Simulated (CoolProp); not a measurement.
The numbers come from the reference Helmholtz-energy equation of state, Thol 2017 in CoolProp.

Task: For decamethyltetrasiloxane (MD2M), give the phase and the speed of sound (m/s), isothermal compressibility (1/MPa), fugacity coefficient at 125.95 °C and 5.42 MPa; 172.95 °C and 5.42 MPa.

Result: 
- 125.95 °C and 5.42 MPa: liquid; speed of sound 687, isothermal compressibility 0.00321, fugacity coefficient 0.00466
- 172.95 °C and 5.42 MPa: liquid; speed of sound 577, isothermal compressibility 0.00480, fugacity coefficient 0.0194
